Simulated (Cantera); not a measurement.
A closed system holds: 1 mol Si, 0.63 mol N2O, 560 mol N2, 0.0037 mol O2, equilibrated at 2100 K and 49.5 Torr.

Method: chemical equilibrium by Gibbs-energy minimisation in Cantera with the NASA 1993 tables (ideal gas, pure condensed phases). Candidate condensed phases: Si, SiO2, Si2N2O, Si3N4; 16 gas species. The tables' values for SiN are old estimates; treat these amounts as uncertain. Rates play no part.

Base state: N2 0.998, SiO 0.00113, Si 0.000588, SiN 3.13e-5, Si2N 1.09e-5 (mole fractions); condensed: gas only.

**Question.** What changes in the equilibrium state with this change: temperature from 2100 K to 975 K?

**Answer.** 
```csv
species,before,after
N2,0.998,1.00
SiO,0.00113,<1e-9
Si,0.000588,<1e-9
SiN,3.13e-5,<1e-9
Si2N,1.09e-5,<1e-9
"SiO2(β-quartz), mol",0,0.0916
"Si2N2O(s), mol",0,0.454
```
